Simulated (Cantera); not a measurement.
Standard-state values (1 bar) from the NASA 1993 polynomials, evaluated with Cantera. Values are per mole of reaction as written; species without (g) are pure solids or liquids, kept so even where they would boil at 1 bar.

Problem. Between 423 and 598 K, where is each reaction favourable under standard conditions?
- 2 Na + I₂ ⇌ 2 NaI

Solution. 
- 2 Na + I₂ ⇌ 2 NaI: ΔG° is -564 kJ at 423 K and -549 kJ at 598 K; it stays negative (K > 1). ΔH° is -604 kJ and ΔS° -93 J/K at 598 K.
